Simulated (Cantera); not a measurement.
Input (Python, Cantera) and output of one run.

```python
import numpy as np
import cantera as ct

gas_names = [...]  # 77 gases of nasa_gas.yaml made of C, H, Ta
cond_names = """
    C(gr) C6H6(L) C7H8(L) C8H18(L),n-octa Ta(cr) Ta(L) TaC(s) TaC(L)
""".split()


# ... load() reads the species with a 1 bar reference pressure and builds the phases ...
atoms = {
    'Ta': {'Ta': 1},
    'CH4': {'C': 1, 'H': 4},
}
top_T = {'C(gr)': 4500}  # K; cautious upper limits of use, not melting points


# ... equilibrate(T, P, feed) seeds the gas with the atoms and calls Mixture.equilibrate('TP', solver="vcs", rtol=1e-11, max_steps=5000) ...
results = []
T = 2700  # K
P = 14  # Pa
for m in [0.25, 0.32, 0.4, 0.51, 0.64, 0.81, 1, 1.3, 1.6]:
    feed = {'Ta': 1, 'CH4': m}  # mol
    mix = equilibrate(T, P, feed)
    results.append((T, P, feed, dict(zip(mix.species_names, mix.species_moles))))

top = {s: max(r[3][s] / sum(r[3][g] for g in gas_names) for r in results) for s in gas_names}
cols = sorted((s for s in top if top[s] > 0.0001), key=lambda s: -top[s])[:9]
seen = [c for c in cond_names if any(r[3].get(c, 0) > 1e-12 for r in results)]
print("log10 of partial pressures in bar; condensed amounts in mol")
print(f"{'n(CH4)':>10s}" + "".join(f"{s[:9]:>10s}" for s in cols + seen))
for T, P, feed, n in results:
    ng = sum(n[g] for g in gas_names)
    print(f"{feed['CH4']:10.4g}" + "".join(f"{np.log10(max(n[s] / ng * P / 1e5, 1e-99)):10.3f}" for s in cols)
          + "".join(f"{n.get(c, 0):10.4g}" for c in seen))
```

It prints:

```
log10 of partial pressures in bar; condensed amounts in mol
    n(CH4)         H        H2        C3         C        C2       C2H C2H2,acet        Ta    Ta(cr)    TaC(s)
      0.25    -3.872    -5.252   -13.214    -8.393   -11.513   -11.912   -12.319    -7.769    0.7499      0.25
      0.32    -3.872    -5.252   -13.214    -8.393   -11.513   -11.912   -12.319    -7.769    0.6799      0.32
       0.4    -3.872    -5.252   -13.214    -8.393   -11.513   -11.912   -12.319    -7.769    0.5999       0.4
      0.51    -3.872    -5.252   -13.214    -8.393   -11.513   -11.912   -12.319    -7.769    0.4898    0.5099
      0.64    -3.872    -5.252   -13.214    -8.393   -11.513   -11.912   -12.319    -7.769    0.3598    0.6399
      0.81    -3.872    -5.252   -13.214    -8.393   -11.513   -11.912   -12.319    -7.769    0.1897    0.8099
         1    -3.872    -5.252   -12.282    -8.083   -10.892   -11.291   -11.697    -8.080         0    0.9998
       1.3    -3.883    -5.275    -5.706    -5.891    -6.508    -6.918    -7.336   -10.272         0         1
       1.6    -3.889    -5.286    -5.471    -5.813    -6.352    -6.767    -7.191   -10.350         0         1
```

Method: chemical equilibrium by Gibbs-energy minimisation in Cantera with the NASA 1993 tables (ideal gas, pure condensed phases). Mutual solubility and eutectic melting of coexisting phases are not modelled. TaC: taken at fixed stoichiometry. Condensed phases not in the tables: Ta2C, N, O or C dissolved in the metal.
